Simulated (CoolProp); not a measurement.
Vapour-liquid equilibrium of propylene (1) + dimethyl ether (2) at 48.35 °C; x and y are mole fractions of (1).

Model: multi-fluid Helmholtz-energy mixture model, Lemmon 2013 and Wu 2011; pair parameters Bell 2016, in CoolProp.

```tsv
x	bubble pressure, mixture model (kPa)	bubble pressure, Raoult's law (kPa)	y, mixture model	y, Raoult's law
0.05	(withheld)	1143	0.086	0.087
0.125	1235	1209	0.200	0.205
0.2	1313	1275	0.299	0.311
0.275	1388	1342	0.388	0.406
0.35	1460	1408	(withheld)	0.493
0.425	(withheld)	1474	0.540	0.571
0.5	1597	1540	0.608	0.643
0.575	1661	1607	0.671	0.709
0.65	(withheld)	1673	0.731	0.770
0.725	1783	1739	(withheld)	0.826
0.8	(withheld)	1806	0.847	0.878
0.875	1895	1872	0.904	0.927
0.95	1948	1938	0.961	0.972
```

Task: Fill in the missing entries.

Result: 
- 0.05, bubble pressure, mixture model (kPa): 1154
- 0.35, y, mixture model: 0.467
- 0.425, bubble pressure, mixture model (kPa): 1530
- 0.65, bubble pressure, mixture model (kPa): 1723
- 0.725, y, mixture model: 0.790
- 0.8, bubble pressure, mixture model (kPa): 1840

The largest gap from Raoult's law is +3.8 % in bubble pressure, at x = 0.425. No azeotrope shows between x = 0.05 and 0.95.

The pair parameters rest on a limited set of measurements; away from them the model extrapolates.
